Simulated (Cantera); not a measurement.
An isothermal, constant-pressure homogeneous reactor starts with 43.5 % C2H4, 56.5 % H2, at 1800 K and 0.220 bar.

Cantera simulation using GRI-Mech 3.0 (53 species, 325 reactions); the numbers are that mechanism's predictions, not measurements. GRI-Mech 3.0 was tuned for natural gas; its chemistry of ethylene as a main component is partial and can be far from experiment. GRI-Mech 3.0 stops at C3 and has no aromatics, soot or wall deposition, so with more carbon than oxygen in the feed, carbon stays in small species such as C2H2 where larger ones or solid carbon would form.

x: mole fraction; the columns are a selection and need not sum to one.

```csv
t (s),x C2H4,x H2,x CH2,x C2H,x CH3,x C2H2,x H
0.000200,0.379,0.582,7.64e-8,3.39e-8,___,0.0386,5.84e-5
0.000507,0.287,0.610,8.42e-8,1.29e-7,___,0.103,8.75e-5
0.00128,0.140,0.654,4.65e-8,2.92e-7,___,0.206,0.000106
0.00325,0.0201,0.690,1.22e-8,7.04e-7,___,0.289,0.000192
0.00825,0.00107,0.696,1.13e-8,2.41e-6,___,0.302,0.000634
0.0209,0.00107,0.696,1.46e-8,2.45e-6,___,0.302,0.000644
0.0529,0.00107,0.695,2.18e-8,2.45e-6,___,0.302,0.000644
0.134,0.00107,0.695,3.83e-8,2.44e-6,___,0.302,0.000643
0.340,0.00107,0.693,6.41e-8,2.44e-6,___,0.302,0.000641
0.861,0.00107,0.693,7.71e-8,2.43e-6,7.42e-5,0.301,0.000640
2.18,0.00107,0.693,7.77e-8,2.43e-6,7.48e-5,0.301,0.000640
5.53,0.00107,0.693,7.77e-8,2.43e-6,7.48e-5,0.301,0.000640
14.0,0.00107,0.693,7.77e-8,2.43e-6,7.48e-5,0.301,0.000640
35.5,0.00107,0.693,7.77e-8,2.43e-6,7.48e-5,0.301,0.000640
90.0,0.00107,0.693,7.77e-8,2.43e-6,7.48e-5,0.301,0.000640
```

Task: Fill in the missing entries.

Result: 
- 0.000200, x CH3: 7.11e-7
- 0.000507, x CH3: 1.23e-6
- 0.00128, x CH3: 1.43e-6
- 0.00325, x CH3: 2.53e-6
- 0.00825, x CH3: 9.08e-6
- 0.0209, x CH3: 1.21e-5
- 0.0529, x CH3: 1.92e-5
- 0.134, x CH3: 3.53e-5
- 0.340, x CH3: 6.10e-5
